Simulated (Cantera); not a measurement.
A Cantera script and what it prints.

```python
import numpy as np
import cantera as ct

gas_names = """
    CL CLO CL2 H HCL HOCL HO2 H2 H2O H2O2 Li LiCL LiH LiO LiOH Li2 Li2CL2 Li2O Li2O2 Li2O2H2 Li3CL3 O OH
    O2 O3
""".split()
cond_names = """
    H2O(s) H2O(L) Li(cr) Li(L) LiCL(s) LiCL(L) LiH(s) LiH(L) LiOH(s) LiOH(L) Li2O(s) Li2O(L)
""".split()


# ... load() reads the species with a 1 bar reference pressure and builds the phases ...
atoms = {
    'LiCl': {'Li': 1, 'CL': 1},
    'O2': {'O': 2},
    'H2': {'H': 2},
}
top_T = {}  # K; cautious upper limits of use, not melting points


# ... equilibrate(T, P, feed) seeds the gas with the atoms and calls Mixture.equilibrate('TP', solver="vcs", rtol=1e-11, max_steps=5000) ...
results = []
feed = {'LiCl': 1, 'O2': 0.82, 'H2': 4.5}  # mol
T = 1675  # K
for P in [0.1, 0.46, 2.2, 10, 46, 220, 1000, 4600, 22000, 100000]:
    mix = equilibrate(T, P, feed)
    results.append((T, P, feed, dict(zip(mix.species_names, mix.species_moles))))
    x = sorted(zip(gas.X, gas.species_names), reverse=True)
    print(f"T = {T:g} K  P = {P:g} Pa  gas = {mix.phase_moles(0):.4g} mol")
    print("   x: " + "  ".join(f"{s} {v:.3e}" for v, s in x if v > 0.0001))
    print("   condensed (mol): " + ("  ".join(f"{mix.phase(i).name} {mix.phase_moles(i):.4g}"
          for i in range(1, mix.n_phases) if mix.phase_moles(i) > 1e-12) or "none"))
```

It prints:

```
T = 1675 K  P = 0.1 Pa  gas = 5.782 mol
   x: H2 4.510e-01  H2O 2.792e-01  LiCL 1.568e-01  H 7.797e-02  Li 1.454e-02  HCL 1.423e-02  OH 2.335e-03  CL 1.921e-03  LiOH 1.609e-03  O 3.261e-04
   condensed (mol): none
T = 1675 K  P = 0.46 Pa  gas = 5.639 mol
   x: H2 4.846e-01  H2O 2.874e-01  LiCL 1.656e-01  H 3.769e-02  HCL 1.109e-02  Li 9.523e-03  LiOH 2.244e-03  OH 1.081e-03  CL 6.736e-04
   condensed (mol): none
T = 1675 K  P = 2.2 Pa  gas = 5.567 mol
   x: H2 5.024e-01  H2O 2.911e-01  LiCL 1.707e-01  H 1.755e-02  HCL 8.643e-03  Li 5.869e-03  LiOH 3.008e-03  OH 4.917e-04  CL 2.357e-04
   condensed (mol): none
T = 1675 K  P = 10 Pa  gas = 5.533 mol
   x: H2 5.112e-01  H2O 2.924e-01  LiCL 1.735e-01  H 8.301e-03  HCL 7.093e-03  LiOH 3.743e-03  Li 3.439e-03  OH 2.297e-04
   condensed (mol): none
T = 1675 K  P = 46 Pa  gas = 5.516 mol
   x: H2 5.157e-01  H2O 2.929e-01  LiCL 1.751e-01  HCL 6.175e-03  LiOH 4.344e-03  H 3.887e-03  Li 1.866e-03  OH 1.068e-04
   condensed (mol): none
T = 1675 K  P = 220 Pa  gas = 5.507 mol
   x: H2 5.180e-01  H2O 2.930e-01  LiCL 1.758e-01  HCL 5.673e-03  LiOH 4.751e-03  H 1.782e-03  Li 9.349e-04
   condensed (mol): none
T = 1675 K  P = 1000 Pa  gas = 5.503 mol
   x: H2 5.191e-01  H2O 2.930e-01  LiCL 1.760e-01  HCL 5.427e-03  LiOH 4.972e-03  H 8.365e-04  Li 4.594e-04  Li2CL2 1.333e-04
   condensed (mol): none
T = 1675 K  P = 4600 Pa  gas = 5.498 mol
   x: H2 5.199e-01  H2O 2.932e-01  LiCL 1.754e-01  HCL 5.297e-03  LiOH 5.078e-03  Li2CL2 6.086e-04  H 3.903e-04  Li 2.188e-04
   condensed (mol): none
T = 1675 K  P = 22000 Pa  gas = 5.485 mol
   x: H2 5.212e-01  H2O 2.939e-01  LiCL 1.715e-01  HCL 5.187e-03  LiOH 5.085e-03  Li2CL2 2.785e-03  H 1.787e-04  Li 1.001e-04
   condensed (mol): none
T = 1675 K  P = 100000 Pa  gas = 5.442 mol
   x: H2 5.255e-01  H2O 2.964e-01  LiCL 1.574e-01  Li2CL2 1.066e-02  HCL 4.968e-03  LiOH 4.914e-03
   condensed (mol): none
```

Method: chemical equilibrium by Gibbs-energy minimisation in Cantera with the NASA 1993 tables (ideal gas, pure condensed phases).
